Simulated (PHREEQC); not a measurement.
A column of 0.5 m (40 cells, dispersivity 0.018 m, 60 s a shift, diffusion coefficient 3e-10 m²/s) holds 0.032 eq of the database's cation exchanger X per kg of pore water, first in equilibrium with 0.00057 mol/kgw LiCl, 0.0024 mol/kgw MgSO4, 0.044 mol/kgw CdCl2 and 1e-05 mol/kgw HCl. It is flushed with 0.011 mol MnCl2 and 1e-05 mol HCl per kg of water, at 25 °C. Values are for the last cell. The system is closed to CO2. Nothing may precipitate in this run.

Base run: PHREEQC, ion-association model, phreeqc.dat. Each further column changes one thing. The table gives Mn in solution (mol/kgw).

```csv
pore volumes,base,exchange capacity from 0.032 to 0.016 eq/kgw,dispersivity from 0.018 to 0.036 m
0,0,0,0
0.4625,4.03e-8,9.33e-7,6.06e-6
0.7625,3.64e-5,0.000280,0.000247
1.212,0.000468,0.00226,0.00127
1.512,0.00105,0.00407,0.00212
1.962,0.00293,0.00742,0.00379
2.263,0.00472,0.00914,0.00511
2.712,0.00733,0.0104,0.00703
3.013,0.00865,0.0108,0.00809
3.462,0.00991,0.0109,0.00926
3.763,0.0104,0.0110,0.00980
4.213,0.0107,0.0110,0.0103
4.513,0.0109,0.0110,0.0105
4.963,0.0109,0.0110,0.0108
```
